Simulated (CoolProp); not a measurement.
A closed Brayton cycle with nitrogen: compressor inlet 314.15 K and 2.4 MPa, high pressure 8.36 MPa, turbine inlet 845 K, compressor efficiency 0.85, turbine efficiency 0.9, recuperator effectiveness 0.95 (on enthalpy, no pinch check). Each further row changes one setting.

Computed with CoolProp (reference Helmholtz-energy equation of state, Span 2000).

```csv
case,thermal efficiency (%),net work (kJ/kg),compressor to turbine work,compressor exit (K),turbine exit (K)
as stated,30.2,77.0,0.68,473.4,628.2
turbine inlet 795 K,26.1,62.3,0.73,473.4,589.2
compressor inlet 324.15 K,28.2,71.5,0.71,488.2,628.2
high pressure 7.11 MPa,32.6,75.0,0.65,449.5,652.9
recuperator effectiveness 0.5,23.3,77.0,0.68,473.4,628.2
```
